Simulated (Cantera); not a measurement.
## Hydrocarbon pyrolysis for carbon deposition

A perfectly stirred reactor is fed with CH₄ : N₂ = 1 : 150 (molar parts), at 2900 Pa; it is held at 1550 K, and followed from long to short residence time.

Cantera simulation using GRI-Mech 3.0 (53 species, 325 reactions); the numbers are that mechanism's predictions, not measurements. GRI-Mech 3.0 stops at C3 and has no aromatics, soot or wall deposition, so with more carbon than oxygen in the feed, carbon stays in small species such as C2H2 where larger ones or solid carbon would form. Radical loss at walls, strong at low pressure, is not modelled.

| τ (s) | x CH₄ | x C₂H | x HCN | x CH₂ | x CH₃ | x H₂ |
|---|---|---|---|---|---|---|
| 2.1 | 0.00383 | 3.52e-9 | 2.91e-7 | 5.33e-8 | 7.55e-5 | 0.00399 |
| 0.68 | 0.00537 | 1.26e-9 | 3.63e-8 | 4.85e-8 | 8.80e-5 | 0.00164 |
| 0.22 | 0.00639 | 1.30e-10 | 8.80e-10 | 1.97e-8 | 5.96e-5 | 0.000234 |
| 0.070 | 0.00659 | 4.79e-12 | 1.33e-11 | 3.02e-9 | 2.18e-5 | 1.86e-5 |
| 0.022 | 0.00662 | <1e-12 | <1e-12 | 3.64e-10 | 6.95e-6 | 3.69e-6 |
| 0.0072 | 0.00662 | <1e-12 | <1e-12 | 5.05e-11 | 2.26e-6 | 1.12e-6 |
| 0.0023 | 0.00662 | <1e-12 | <1e-12 | 7.41e-12 | 7.00e-7 | 3.33e-7 |
| 0.00074 | 0.00662 | <1e-12 | <1e-12 | <1e-12 | 2.08e-7 | 8.98e-8 |
| 0.00024 | 0.00662 | <1e-12 | <1e-12 | <1e-12 | 5.77e-8 | 1.94e-8 |
x: mole fraction; the columns are a selection and need not sum to one.
